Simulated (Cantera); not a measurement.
Input: 1 mol PbS, a varied amount of H₂, held at 1200 °C and 0.00200 bar.

Cantera equilibrium calculation (NASA polynomials, part measured and part estimated; ideal gas, pure solids and liquids). Candidate condensed phases: Pb, PbS, S; 10 gas species. The numbers say what is thermodynamically allowed, not how fast it happens.

Problem. At 160 mol H₂, list the 4 most abundant gas species with their mole fractions, and the condensed phases.

Solution. H₂ 0.989, Pb 0.00491, H₂S 0.00376, PbS 0.00130. Condensed: gas only.
